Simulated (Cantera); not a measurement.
A closed system holds: 1 mol HMDSO, 0.14 mol O₃, equilibrated at 902 °C and 80.0 Pa.

Method: chemical equilibrium by Gibbs-energy minimisation in Cantera with the NASA 1993 tables (ideal gas, pure condensed phases). Candidate condensed phases: C, C₆H₆, C₇H₈, C₈H₁₈, H₂O, Si, SiC, SiO₂; 123 gas species. The feed counts by its element totals alone. Mutual solubility and eutectic melting of coexisting phases are not modelled. The tables hold silica as quartz up to 1696 K and as liquid above; real silica turns to tridymite and cristobalite and melts near 1996 K. Rates play no part.

Base state: H₂ 0.964, CO 0.0357, CH₄ 1.42e-5, SiO 1.22e-5 (mole fractions); condensed: C(graphite) + SiC(s) + SiO₂(β-quartz).

Question: What changes in the equilibrium state with this change: temperature from 902 °C to 1227 °C?

Answer: 
```tsv
species	before	after
H₂	0.964	0.863
CO	0.0357	0.136
H	4.26e-6	0.000578
SiO	1.22e-5	0.000267
CH₄	1.42e-5	1.53e-6
C(graphite), mol	4.21	2.59
SiC(s), mol	1.46	2.00
SiO₂(β-quartz), mol	0.543	0
```

Question: What changes in the equilibrium state with this change: pressure from 80.0 Pa to 2600 Pa?

Answer: 
```
species               before     after
-------------------  -------  --------
H₂                     0.964     0.998
CO                    0.0357   0.00110
CH₄                  1.42e-5  0.000496
SiO                  1.22e-5   3.75e-7
C(graphite), mol        4.21      4.69
SiC(s), mol             1.46      1.29
SiO₂(β-quartz), mol    0.543     0.705
```
